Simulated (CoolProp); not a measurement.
Aqueous ethanol as a coolant, 58 % by mass, freezing at -43.4 °C, 1 atm.

Values from CoolProp's Melinder's fits for secondary coolants.

```json
[
 {"T (°C)": "-25.9", "viscosity (mPa s)": "22.6", "Prandtl number": "245", "cp (kJ/(kg K))": "?", "conductivity (W/(m K))": "0.279"},
 {"T (°C)": "-18.8", "viscosity (mPa s)": "14.7", "Prandtl number": "165", "cp (kJ/(kg K))": "3.141", "conductivity (W/(m K))": "0.280"},
 {"T (°C)": "-11.7", "viscosity (mPa s)": "10.0", "Prandtl number": "116", "cp (kJ/(kg K))": "3.246", "conductivity (W/(m K))": "0.281"},
 {"T (°C)": "-4.6", "viscosity (mPa s)": "7.12", "Prandtl number": "84.4", "cp (kJ/(kg K))": "3.344", "conductivity (W/(m K))": "0.282"},
 {"T (°C)": "2.5", "viscosity (mPa s)": "?", "Prandtl number": "63.4", "cp (kJ/(kg K))": "3.435", "conductivity (W/(m K))": "0.283"},
 {"T (°C)": "9.6", "viscosity (mPa s)": "3.95", "Prandtl number": "48.9", "cp (kJ/(kg K))": "3.517", "conductivity (W/(m K))": "0.284"},
 {"T (°C)": "16.7", "viscosity (mPa s)": "?", "Prandtl number": "38.5", "cp (kJ/(kg K))": "?", "conductivity (W/(m K))": "0.285"},
 {"T (°C)": "23.8", "viscosity (mPa s)": "2.40", "Prandtl number": "?", "cp (kJ/(kg K))": "3.652", "conductivity (W/(m K))": "0.286"},
 {"T (°C)": "30.9", "viscosity (mPa s)": "1.91", "Prandtl number": "24.7", "cp (kJ/(kg K))": "3.704", "conductivity (W/(m K))": "?"},
 {"T (°C)": "38", "viscosity (mPa s)": "1.53", "Prandtl number": "19.9", "cp (kJ/(kg K))": "3.745", "conductivity (W/(m K))": "0.288"}
]
```

What belongs in the gaps?


- -25.9, cp (kJ/(kg K)): 3.030
- 2.5, viscosity (mPa s): 5.23
- 16.7, viscosity (mPa s): 3.06
- 16.7, cp (kJ/(kg K)): 3.589
- 23.8, Prandtl number: 30.7
- 30.9, conductivity (W/(m K)): 0.287
